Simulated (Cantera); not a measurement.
# Carbon deposition, reforming and gasification: C₂H₂ + NH₃ + N₂

Charge: 1 mol C₂H₂, 1 mol NH₃, 15 mol N₂, equilibrated at 0.100 bar.

Equilibrium computed with Cantera from the NASA thermochemical tables; the gas is ideal and each condensed phase is pure. Candidate condensed phases: C, C₆H₆, C₇H₈, C₈H₁₈; 92 gas species. Equilibrium is a limit: real reactors are often held back by kinetics, nucleation or transport.

From 1502 °C to 2102 °C the condensed part is C(graphite). The main C-bearing gas is HCN throughout. The share of C in condensed phases is highest at 1502 °C (98.2 %) and lowest at 2102 °C (82.3 %).

```json
[
 {"T (°C)": "1502", "x N₂": "0.860", "x H₂": "0.138", "x HCN": "0.00187", "x H": "0.000340", "x HNC": "6.69e-5", "x C₂H₂ (acetylene)": "1.96e-5", "x CN": "6.02e-8", "x C₂N₂": "1.45e-7", "n C(graphite)": "1.96"},
 {"T (°C)": "1577", "x N₂": "0.859", "x H₂": "0.137", "x HCN": "0.00267", "x H": "0.000631", "x HNC": "0.000113", "x C₂H₂ (acetylene)": "3.59e-5", "x CN": "1.99e-7", "x C₂N₂": "3.41e-7", "n C(graphite)": "1.95"},
 {"T (°C)": "1652", "x N₂": "0.859", "x H₂": "0.136", "x HCN": "0.00371", "x H": "0.00112", "x HNC": "0.000183", "x C₂H₂ (acetylene)": "6.24e-5", "x CN": "5.98e-7", "x C₂N₂": "7.52e-7", "n C(graphite)": "1.93"},
 {"T (°C)": "1727", "x N₂": "0.858", "x H₂": "0.135", "x HCN": "0.00502", "x H": "0.00189", "x HNC": "0.000285", "x C₂H₂ (acetylene)": "0.000104", "x CN": "1.65e-6", "x C₂N₂": "1.56e-6", "n C(graphite)": "1.90"},
 {"T (°C)": "1802", "x N₂": "0.856", "x H₂": "0.133", "x HCN": "0.00662", "x H": "0.00308", "x HNC": "0.000429", "x C₂H₂ (acetylene)": "0.000166", "x CN": "4.24e-6", "x C₂N₂": "3.07e-6", "n C(graphite)": "1.87"},
 {"T (°C)": "1877", "x N₂": "0.854", "x H₂": "0.131", "x HCN": "0.00855", "x H": "0.00483", "x HNC": "0.000626", "x C₂H₂ (acetylene)": "0.000254", "x CN": "1.02e-5", "x C₂N₂": "5.76e-6", "n C(graphite)": "1.82"},
 {"T (°C)": "1952", "x N₂": "0.852", "x H₂": "0.128", "x HCN": "0.0108", "x H": "0.00734", "x HNC": "0.000885", "x C₂H₂ (acetylene)": "0.000377", "x CN": "2.30e-5", "x C₂N₂": "1.04e-5", "n C(graphite)": "1.77"},
 {"T (°C)": "2027", "x N₂": "0.849", "x H₂": "0.125", "x HCN": "0.0134", "x H": "0.0108", "x HNC": "0.00122", "x C₂H₂ (acetylene)": "0.000540", "x CN": "4.93e-5", "x C₂N₂": "1.79e-5", "n C(graphite)": "1.71"},
 {"T (°C)": "2102", "x N₂": "0.845", "x H₂": "0.120", "x HCN": "0.0163", "x H": "0.0155", "x HNC": "0.00164", "x C₂H₂ (acetylene)": "0.000747", "x CN": "0.000100", "x C₂N₂": "2.98e-5", "n C(graphite)": "1.65"}
]
```
x: gas mole fraction; n: condensed amount in mol.
